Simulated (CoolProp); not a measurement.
n-hexane along the isobar 13.3 MPa: density (kg/m³) from the reference equation and from simpler models built on Tc = 234.7 °C, pc = 3.044 MPa, ω = 0.300; each cubic takes its own stable root.

The numbers come from the reference Helmholtz-energy equation of state, Thol 2019 in CoolProp.

```json
[
 {"T (°C)": "-63.25", "phase": "liquid", "reference": "738.8", "Redlich-Kwong": "644.0", "Soave-Redlich-Kwong": "652.7", "Peng-Robinson": "730.7"},
 {"T (°C)": "-31.65", "phase": "liquid", "reference": "713.6", "Redlich-Kwong": "626.6", "Soave-Redlich-Kwong": "637.7", "Peng-Robinson": "714.7"},
 {"T (°C)": "-0.05", "phase": "liquid", "reference": "688.4", "Redlich-Kwong": "608.0", "Soave-Redlich-Kwong": "621.0", "Peng-Robinson": "696.8"},
 {"T (°C)": "31.65", "phase": "liquid", "reference": "662.7", "Redlich-Kwong": "587.9", "Soave-Redlich-Kwong": "602.5", "Peng-Robinson": "676.6"},
 {"T (°C)": "63.25", "phase": "liquid", "reference": "636.6", "Redlich-Kwong": "566.5", "Soave-Redlich-Kwong": "581.9", "Peng-Robinson": "654.0"},
 {"T (°C)": "94.85", "phase": "liquid", "reference": "609.7", "Redlich-Kwong": "543.8", "Soave-Redlich-Kwong": "559.2", "Peng-Robinson": "628.7"},
 {"T (°C)": "126.45", "phase": "liquid", "reference": "581.7", "Redlich-Kwong": "519.8", "Soave-Redlich-Kwong": "534.1", "Peng-Robinson": "600.3"},
 {"T (°C)": "158.15", "phase": "liquid", "reference": "552.2", "Redlich-Kwong": "494.3", "Soave-Redlich-Kwong": "506.3", "Peng-Robinson": "568.4"},
 {"T (°C)": "189.75", "phase": "liquid", "reference": "520.9", "Redlich-Kwong": "467.6", "Soave-Redlich-Kwong": "475.8", "Peng-Robinson": "533.0"},
 {"T (°C)": "221.35", "phase": "liquid", "reference": "487.4", "Redlich-Kwong": "439.8", "Soave-Redlich-Kwong": "442.5", "Peng-Robinson": "493.9"},
 {"T (°C)": "252.95", "phase": "supercritical", "reference": "451.2", "Redlich-Kwong": "410.9", "Soave-Redlich-Kwong": "406.8", "Peng-Robinson": "451.4"}
]
```
